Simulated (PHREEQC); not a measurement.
Consider water at 65 °C with 0.12 mol H2SO4, 0.0079 mol ZnSO4 and 0.00023 mol MgSO4 per kg of water. Closed to the air; pH follows from the charge balance.

Computed with PHREEQC (ion-association model, phreeqc.dat).

```
quantity                  before   after
------------------------  ------  ------
pH                          1.00    0.97
ionic strength (mol/kgw)   0.155   0.171
HSO4- (mol/kgw)            0.115   0.105
SO4-2 (mol/kgw)           0.0111  0.0197
```

**Question.** Name the change that produced these shifts.
A. diluted 100-fold with water
B. temperature from 65 to 35 °C
C. ZnSO4 left out
D. MgSO4 left out
E. diluted 10-fold with water

**Answer.** B, temperature from 65 to 35 °C

No solid was allowed to form. Constants without temperature data keep their 25 °C values here.
